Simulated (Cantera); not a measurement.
SiCl₄ + C₂H₄ + H₂ (silicon carbide growth)

Input: 1 mol SiCl₄, 1.2 mol C₂H₄, a varied amount of H₂, at 1600 K and 7.50 Torr.

Method: chemical equilibrium by Gibbs-energy minimisation in Cantera with the NASA 1993 tables (ideal gas, pure condensed phases). Candidate condensed phases: C, C₆H₆, C₇H₈, C₈H₁₈, Si, SiC; 109 gas species. The tables' values for SiCl₃ are old estimates; treat these amounts as uncertain. Rates play no part.

```json
[
 {"n(H₂) (mol)": "1.1", "log p H₂": "-2.48", "log p HCl": "-2.21", "log p SiCl₂": "-3.38", "log p SiCl₃": "-4.21", "log p SiCl₄": "-4.65", "log p H": "-5.51", "n C(graphite)": "1.68", "n SiC(s)": "0.723"},
 {"n(H₂) (mol)": "1.7", "log p H₂": "-2.41", "log p HCl": "-2.24", "log p SiCl₂": "-3.50", "log p SiCl₃": "-4.40", "log p SiCl₄": "-4.91", "log p H": "-5.47", "n C(graphite)": "1.62", "n SiC(s)": "0.777"},
 {"n(H₂) (mol)": "2.7", "log p H₂": "-2.34", "log p HCl": "-2.29", "log p SiCl₂": "-3.68", "log p SiCl₃": "-4.67", "log p SiCl₄": "-5.27", "log p H": "-5.43", "n C(graphite)": "1.57", "n SiC(s)": "0.834"},
 {"n(H₂) (mol)": "4.3", "log p H₂": "-2.26", "log p HCl": "-2.36", "log p SiCl₂": "-3.91", "log p SiCl₃": "-5.02", "log p SiCl₄": "-5.73", "log p H": "-5.39", "n C(graphite)": "1.52", "n SiC(s)": "0.884"},
 {"n(H₂) (mol)": "6.7", "log p H₂": "-2.19", "log p HCl": "-2.46", "log p SiCl₂": "-4.18", "log p SiCl₃": "-5.41", "log p SiCl₄": "-6.25", "log p H": "-5.36", "n C(graphite)": "1.48", "n SiC(s)": "0.921"},
 {"n(H₂) (mol)": "10", "log p H₂": "-2.14", "log p HCl": "-2.57", "log p SiCl₂": "-4.44", "log p SiCl₃": "-5.80", "log p SiCl₄": "-6.78", "log p H": "-5.33", "n C(graphite)": "1.45", "n SiC(s)": "0.945"},
 {"n(H₂) (mol)": "16", "log p H₂": "-2.09", "log p HCl": "-2.72", "log p SiCl₂": "-4.78", "log p SiCl₃": "-6.31", "log p SiCl₄": "-7.45", "log p H": "-5.31", "n C(graphite)": "1.43", "n SiC(s)": "0.965"},
 {"n(H₂) (mol)": "26", "log p H₂": "-2.06", "log p HCl": "-2.89", "log p SiCl₂": "-5.15", "log p SiCl₃": "-6.87", "log p SiCl₄": "-8.20", "log p H": "-5.30", "n C(graphite)": "1.42", "n SiC(s)": "0.978"},
 {"n(H₂) (mol)": "40", "log p H₂": "-2.04", "log p HCl": "-3.05", "log p SiCl₂": "-5.50", "log p SiCl₃": "-7.39", "log p SiCl₄": "-8.89", "log p H": "-5.29", "n C(graphite)": "1.41", "n SiC(s)": "0.986"},
 {"n(H₂) (mol)": "62", "log p H₂": "-2.03", "log p HCl": "-3.22", "log p SiCl₂": "-5.86", "log p SiCl₃": "-7.93", "log p SiCl₄": "-9.61", "log p H": "-5.28", "n C(graphite)": "1.40", "n SiC(s)": "0.991"},
 {"n(H₂) (mol)": "98", "log p H₂": "-2.02", "log p HCl": "-3.41", "log p SiCl₂": "-6.24", "log p SiCl₃": "-8.51", "log p SiCl₄": "-10.38", "log p H": "-5.27", "n C(graphite)": "1.40", "n SiC(s)": "0.994"},
 {"n(H₂) (mol)": "150", "log p H₂": "-2.01", "log p HCl": "-3.59", "log p SiCl₂": "-6.60", "log p SiCl₃": "-9.05", "log p SiCl₄": "-11.11", "log p H": "-5.27", "n C(graphite)": "1.39", "n SiC(s)": "0.996"},
 {"n(H₂) (mol)": "240", "log p H₂": "-2.01", "log p HCl": "-3.79", "log p SiCl₂": "-7.01", "log p SiCl₃": "-9.66", "log p SiCl₄": "-11.91", "log p H": "-5.27", "n C(graphite)": "1.39", "n SiC(s)": "0.998"}
]
```
log p: log10 of the partial pressure in bar; n: condensed amount in mol.

From 1.1 mol H₂ to 240 mol H₂ the condensed part is C(graphite) + SiC(s). The main Si-bearing gas is SiCl₂ throughout. The share of Si in condensed phases is highest at 240 mol H₂ (99.8 %) and lowest at 1.1 mol H₂ (72.3 %).
